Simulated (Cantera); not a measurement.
A freely propagating, adiabatic, planar premixed flame of H₂ : O₂ : N₂ = 1 : 0.179 : 0.671 (molar parts), equivalence ratio 2.8, unburnt at 448 K and 10.0 bar; mixture-averaged transport, grid criteria slope 0.08 and curve 0.16, no radiation.

Cantera simulation using the H2/O2 subset of GRI-Mech 3.0, which has no nitrogen chemistry; the numbers are that mechanism's predictions, not measurements. The hydrogen kinetics of GRI-Mech 3.0 are dated; newer H2 mechanisms differ, most at raised pressure. Burning velocities carry a grid error of a few per cent, more on coarse grids.

**Question.** Predict: laminar burning velocity; thermal thickness; peak x(OH); peak x(HO₂); peak x(H); peak x(O).

**Answer.** 
| Property | Value |
|---|---|
| laminar burning velocity | 351 cm/s |
| thermal thickness | 0.0272 mm |
| peak x(OH) | 0.000916 |
| peak x(HO₂) | 0.00121 |
| peak x(H) | 0.0214 |
| peak x(O) | 0.000489 |
